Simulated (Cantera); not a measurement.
A perfectly stirred reactor is fed with H2 : O2 = 0.008 : 1 (molar parts), equivalence ratio 0.0040, at 20.0 Torr; it is held at 1100 K, and followed from long to short residence time.

Cantera simulation using the H2/O2 subset of GRI-Mech 3.0, which has no nitrogen chemistry; the numbers are that mechanism's predictions, not measurements. Radical loss at walls, strong at low pressure, is not modelled.

**Question.** Predict: x(H2) at τ = 29.0 s; x(O2) at τ = 29.0 s; x(O) at τ = 29.0 s; x(H2O) at τ = 29.0 s; x(HO2) at τ = 29.0 s; x(H2) at τ = 0.230 s; x(O2) at τ = 0.230 s; x(O) at τ = 0.230 s; x(H2O) at τ = 0.230 s; x(HO2) at τ = 0.230 s.

**Answer.** 
| Property | Result |
|---|---|
| x(H2) at τ = 29.0 s | 8.94e-6 |
| x(O2) at τ = 29.0 s | 0.992 |
| x(O) at τ = 29.0 s | 7.04e-5 |
| x(H2O) at τ = 29.0 s | 0.00793 |
| x(HO2) at τ = 29.0 s | 1.94e-7 |
| x(H2) at τ = 0.230 s | 0.000135 |
| x(O2) at τ = 0.230 s | 0.991 |
| x(O) at τ = 0.230 s | 0.00132 |
| x(H2O) at τ = 0.230 s | 0.00768 |
| x(HO2) at τ = 0.230 s | 1.33e-6 |
